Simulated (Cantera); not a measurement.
Charge: 1 mol HBr, 0.63 mol O2, 3.1 mol H2, at 2948.15 K and 5.00 mbar.

These are equilibrium values from Cantera (NASA tables, ideal gas, pure condensed phases), not measurements of a reactor. Candidate condensed phases: Br2, H2O; 12 gas species. The numbers say what is thermodynamically allowed, not how fast it happens.

Base state: H 0.619, Br 0.121, H2 0.106, O 0.101, OH 0.0282, H2O 0.0152, O2 0.00576, HBr 0.00337 (mole fractions); condensed: gas only.

Question: What changes in the equilibrium state with this change: O2 from 0.63 to 0.36 mol?

Answer: 
```json
[
 {"species": "H", "before": "0.619", "after": "0.658"},
 {"species": "Br", "before": "0.121", "after": "0.127"},
 {"species": "H2", "before": "0.106", "after": "0.120"},
 {"species": "O", "before": "0.101", "after": "0.0613"},
 {"species": "OH", "before": "0.0282", "after": "0.0181"},
 {"species": "H2O", "before": "0.0152", "after": "0.0104"},
 {"species": "O2", "before": "0.00576", "after": "0.00210"},
 {"species": "HBr", "before": "0.00337", "after": "0.00375"}
]
```

Question: What changes in the equilibrium state with this change: temperature from 2948.15 K to 825 K?

Answer: 
```tsv
species	before	after
H2	0.106	0.449
H2O	0.0152	0.307
HBr	0.00337	0.244
H	0.619	<1e-9
O	0.101	<1e-9
OH	0.0282	<1e-9
Br	0.121	4.14e-7
O2	0.00576	<1e-9
```
